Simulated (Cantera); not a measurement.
Feed: 1 mol CH3OH, 0.0083 mol O2, 29 mol H2, at 2250 K and 93.0 bar.

Cantera equilibrium calculation (NASA polynomials, part measured and part estimated; ideal gas, pure solids and liquids). Candidate condensed phases: C, C6H6, C7H8, C8H18, H2O; 110 gas species. The ideal-gas law is rough above about 30 bar. The numbers say what is thermodynamically allowed, not how fast it happens.

Question: What is the equilibrium state?

Answer: 
```
Quantity                                   Result
--------------------------------------  ---------
x(H2)                                       0.966
x(CO)                                      0.0299
x(H2O)                                    0.00194
x(CH4)                                    0.00138
x(H)                                     0.000757
x(CH3)                                    2.05e-5
x(C2H2 (acetylene))                       1.46e-5
x(CO2)                                    1.10e-5
x(C2H4)                                   2.56e-6
gas amount                              31.92 mol
log10 activity of C(graphite) (absent)      -1.17
```
